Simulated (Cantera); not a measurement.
A freely propagating, adiabatic, planar premixed flame of CH4 : O2 : N2 = 1 : 1.67 : 6.27 (molar parts), equivalence ratio 1.2, unburnt at 475 K and 101000 Pa; mixture-averaged transport, grid criteria slope 0.08 and curve 0.16, no radiation.

Detailed kinetics in Cantera: GRI-Mech 3.0 (53 species, 325 reactions). Burning velocities carry a grid error of a few per cent, more on coarse grids.

Question: What does this change do: O2 1.67 to 1.3 parts?

Answer: 
```json
[
 {"quantity": "laminar burning velocity", "before": "76.4 cm/s", "after": "12.3 cm/s"},
 {"quantity": "thermal thickness", "before": "0.375 mm", "after": "1.75 mm"},
 {"quantity": "peak x(CH2)", "before": "8.01e-5", "after": "7.79e-6"},
 {"quantity": "peak x(C2H2)", "before": "0.000495", "after": "0.00372"},
 {"quantity": "peak x(CH2O)", "before": "0.00113", "after": "0.000751"}
]
```
